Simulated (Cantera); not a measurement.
## Equilibrium for carbothermic reduction: Cu2O + CH4 + H2

A closed system holds: 1 mol Cu2O, 3.8 mol CH4, a varied amount of H2, equilibrated at 130000 Pa.

Cantera equilibrium calculation (NASA polynomials, part measured and part estimated; ideal gas, pure solids and liquids). Candidate condensed phases: C, C6H6, C7H8, C8H18, Cu, CuO, Cu(OH)2, Cu2O, H2O; 113 gas species. The numbers say what is thermodynamically allowed, not how fast it happens.

Stable condensed phases:

```
T in K \ n(H2) in mol
         2.5 4.1 5.8 7.5 9.2  11  12  14  16  18
   1800    A   A   A   A   A   A   A   A   A   A
   1725    A   A   A   A   A   A   A   A   A   A
   1650    A   A   A   A   A   A   A   A   A   A
   1575    A   A   A   A   A   A   A   A   A   A
   1500    A   A   A   A   A   A   A   A   A   A
   1425    A   A   A   A   A   A   A   A   A   A
   1350    A   A   A   A   A   A   A   A   A   A
   1275    A   A   A   A   A   A   A   A   A   A
   1200    A   A   A   A   A   A   A   A   A   A
   1125    A   A   A   A   A   A   A   A   A   A
   1050    A   A   A   A   A   A   A   A   A   A
    975    A   A   A   A   A   A   A   A   A   A
    900    A   A   A   A   A   A   B   B   B   B
    825    A   A   A   B   B   B   B   B   B   B
```

A: C + Cu; B: Cu.
